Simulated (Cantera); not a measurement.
A perfectly stirred reactor is fed with 13.3 % CH₄, 84.5 % H₂, 2.17 % H, at 2600 Pa; it is held at 1823 K, and followed from long to short residence time.

Model: GRI-Mech 3.0 (53 species, 325 reactions), integrated in Cantera. GRI-Mech 3.0 stops at C3 and has no aromatics, soot or wall deposition, so with more carbon than oxygen in the feed, carbon stays in small species such as C2H2 where larger ones or solid carbon would form. Radical loss at walls, strong at low pressure, is not modelled.

**Question.** Predict: x(CH₄) at τ = 2.50 s; x(H₂) at τ = 2.50 s; x(H) at τ = 2.50 s; x(C₂H₂) at τ = 2.50 s; x(C₂H₆) at τ = 2.50 s; x(CH₄) at τ = 22.0 ms; x(H₂) at τ = 22.0 ms; x(H) at τ = 22.0 ms; x(C₂H₂) at τ = 22.0 ms; x(C₂H₆) at τ = 22.0 ms.

**Answer.** 
- x(CH₄) at τ = 2.50 s: 0.00906
- x(H₂) at τ = 2.50 s: 0.933
- x(H) at τ = 2.50 s: 0.00240
- x(C₂H₂) at τ = 2.50 s: 0.0549
- x(C₂H₆) at τ = 2.50 s: 5.17e-7
- x(CH₄) at τ = 22.0 ms: 0.0700
- x(H₂) at τ = 22.0 ms: 0.897
- x(H) at τ = 22.0 ms: 0.00233
- x(C₂H₂) at τ = 22.0 ms: 0.0258
- x(C₂H₆) at τ = 22.0 ms: 3.05e-5
